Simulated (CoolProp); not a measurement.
R13 at 293.15 K and 1.81 MPa flows at 0.16 m/s in a round tube of 25 mm bore and 1.5 µm roughness, fully developed (64/Re and Nu = 3.66 if laminar; Colebrook and Gnielinski if turbulent). Each further row changes one setting.

Values from CoolProp's reference Helmholtz-energy equation of state, Platzer 1990. This equation is an older, rougher fit.

| case | Reynolds number | Darcy friction factor | pressure drop (Pa/m) | heat-transfer coefficient (W/(m² K)) | mass flow (kg/h) |
|---|---|---|---|---|---|
| as stated | 26100 | 0.0244 | 1.22 | 39.6 | 27.6 |
| velocity 0.32 m/s | 52300 | 0.0209 | 4.18 | 68.9 | 55.1 |
| diameter 50 mm | 52300 | 0.0208 | 0.519 | 34.3 | 110 |

Viscosity comes from a separate model (Huber 2003), an estimate that may be off by 10 % or more. Thermal conductivity comes from a separate model (Huber 2003), an estimate that may be off by 10 % or more.
